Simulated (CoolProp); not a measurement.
A single-stage vapour-compression cycle with isobutene: evaporating at 250.15 K (dew point), condensing at 297.15 K (bubble point), superheat 10 K, subcooling 5 K, compressor efficiency 0.85, no pressure losses. Each further row changes one setting.

Model: reference Helmholtz-energy equation of state, Lemmon 2005, in CoolProp. It is a short technical equation, of lower accuracy than the large ones.

```
case                              cooling COP  pressure ratio  discharge temperature (K)  refrigerating effect (kJ/kg)  volumetric capacity (kJ/m³)
--------------------------------  -----------  --------------  -------------------------  ----------------------------  ---------------------------
as stated                                3.93            5.72                      318.6                           326                          448
evaporating temperature 255.15 K         4.58            4.59                      316.5                             …                          562
condensing temperature 292.15 K          4.50            4.90                      313.1                           338                          464
subcooling 10 K                          4.08            5.72                      318.6                           338                          464
superheat 20 K                           3.95            5.72                      328.8                             …                            …
compressor efficiency 0.75               3.47            5.72                      324.8                           326                          448
```

**Question.** What belongs in the gaps?

**Answer.** 
- evaporating temperature 255.15 K, refrigerating effect (kJ/kg): 333
- superheat 20 K, refrigerating effect (kJ/kg): 341
- superheat 20 K, volumetric capacity (kJ/m³): 450
